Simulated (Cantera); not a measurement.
A freely propagating, adiabatic, planar premixed flame of CH4 : C2H6 : C3H8 : O2 : N2 = 1 : 0.31 : 0.5 : 4.3 : 16.2 (molar parts), equivalence ratio 1.3, unburnt at 575 K and 0.260 bar; multicomponent transport, grid criteria slope 0.08 and curve 0.16, no radiation.

Detailed kinetics in Cantera: GRI-Mech 3.0 (53 species, 325 reactions). GRI-Mech 3.0 was tuned for natural gas; its chemistry of propane as a main component is partial and can be far from experiment. Burning velocities carry a grid error of a few per cent, more on coarse grids.

x: mole fraction of selected species; z is measured from the peak of heat release.

```json
[
 {"z (mm)": "-3.15", "T (K)": "575", "u (m/s)": "1.42", "x CH4": "0.0447", "x C2H6": "0.0139", "x C3H8": "0.0224", "x HO2": "1.42e-7", "x CH2CO": "<1e-8", "x H2O": "2.78e-5"},
 {"z (mm)": "-2.10", "T (K)": "577", "u (m/s)": "1.42", "x CH4": "0.0445", "x C2H6": "0.0138", "x C3H8": "0.0223", "x HO2": "2.10e-6", "x CH2CO": "9.36e-8", "x H2O": "0.000315"},
 {"z (mm)": "-1.57", "T (K)": "584", "u (m/s)": "1.45", "x CH4": "0.0441", "x C2H6": "0.0137", "x C3H8": "0.0222", "x HO2": "1.03e-5", "x CH2CO": "8.29e-7", "x H2O": "0.00141"},
 {"z (mm)": "-1.05", "T (K)": "(withheld)", "u (m/s)": "1.62", "x CH4": "0.0423", "x C2H6": "0.0135", "x C3H8": "0.0217", "x HO2": "4.43e-5", "x CH2CO": "1.44e-5", "x H2O": "0.00838"},
 {"z (mm)": "-0.524", "T (K)": "(withheld)", "u (m/s)": "2.73", "x CH4": "0.0320", "x C2H6": "0.0108", "x C3H8": "0.0144", "x HO2": "9.94e-5", "x CH2CO": "0.000343", "x H2O": "0.0476"},
 {"z (mm)": "-0.262", "T (K)": "(withheld)", "u (m/s)": "3.90", "x CH4": "0.0197", "x C2H6": "0.00455", "x C3H8": "0.00382", "x HO2": "0.000188", "x CH2CO": "0.000946", "x H2O": "0.0867"},
 {"z (mm)": "0", "T (K)": "(withheld)", "u (m/s)": "4.96", "x CH4": "0.00650", "x C2H6": "0.000311", "x C3H8": "8.28e-5", "x HO2": "8.99e-5", "x CH2CO": "0.000734", "x H2O": "0.124"},
 {"z (mm)": "0.262", "T (K)": "1991", "u (m/s)": "5.47", "x CH4": "0.000988", "x C2H6": "2.78e-6", "x C3H8": "9.63e-8", "x HO2": "1.18e-5", "x CH2CO": "0.000150", "x H2O": "0.145"},
 {"z (mm)": "0.524", "T (K)": "2043", "u (m/s)": "5.61", "x CH4": "9.21e-5", "x C2H6": "1.15e-8", "x C3H8": "<1e-8", "x HO2": "1.57e-6", "x CH2CO": "1.45e-5", "x H2O": "0.152"},
 {"z (mm)": "1.05", "T (K)": "2065", "u (m/s)": "5.64", "x CH4": "6.19e-7", "x C2H6": "<1e-8", "x C3H8": "<1e-8", "x HO2": "5.05e-7", "x CH2CO": "1.03e-7", "x H2O": "0.152"},
 {"z (mm)": "2.10", "T (K)": "2079", "u (m/s)": "5.67", "x CH4": "<1e-8", "x C2H6": "<1e-8", "x C3H8": "<1e-8", "x HO2": "3.98e-7", "x CH2CO": "<1e-8", "x H2O": "0.151"},
 {"z (mm)": "4.19", "T (K)": "2097", "u (m/s)": "5.70", "x CH4": "<1e-8", "x C2H6": "<1e-8", "x C3H8": "<1e-8", "x HO2": "3.57e-7", "x CH2CO": "<1e-8", "x H2O": "0.151"},
 {"z (mm)": "8.39", "T (K)": "2123", "u (m/s)": "5.77", "x CH4": "<1e-8", "x C2H6": "<1e-8", "x C3H8": "<1e-8", "x HO2": "3.07e-7", "x CH2CO": "<1e-8", "x H2O": "0.153"}
]
```

**Question.** Fill in the missing entries.

**Answer.** 
- -1.05, T (K): 644
- -0.524, T (K): 1050
- -0.262, T (K): 1452
- 0, T (K): 1813
